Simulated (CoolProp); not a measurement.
A closed Brayton cycle with nitrogen: compressor inlet 306.15 K and 3.3 MPa, high pressure 11 MPa, turbine inlet 630 K, compressor efficiency 0.89, turbine efficiency 0.85, recuperator effectiveness 0.8 (on enthalpy, no pinch check). Each further row changes one setting.

Computed with CoolProp (reference Helmholtz-energy equation of state, Span 2000).

| case | thermal efficiency (%) | net work (kJ/kg) | compressor to turbine work | compressor exit (K) | turbine exit (K) |
|---|---|---|---|---|---|
| as stated | 9.7 | 17.1 | 0.90 | 449.2 | 476.3 |
| turbine inlet 580 K | … | 3.52 | 0.98 | 449.2 | … |
| compressor inlet 316.15 K | … | … | … | 463.6 | 476.3 |
| high pressure 9.35 MPa | … | 21.3 | … | 426.9 | 494.5 |
| recuperator effectiveness 0.5 | … | 17.1 | 0.90 | 449.2 | 476.3 |

Q: Fill in the missing entries.

A: 
- turbine inlet 580 K, thermal efficiency (%): 2.4
- turbine inlet 580 K, turbine exit (K): 437.3
- compressor inlet 316.15 K, thermal efficiency (%): 6.9
- compressor inlet 316.15 K, net work (kJ/kg): 12.0
- compressor inlet 316.15 K, compressor to turbine work: 0.93
- high pressure 9.35 MPa, thermal efficiency (%): 12.8
- high pressure 9.35 MPa, compressor to turbine work: 0.86
- recuperator effectiveness 0.5, thermal efficiency (%): 9.2
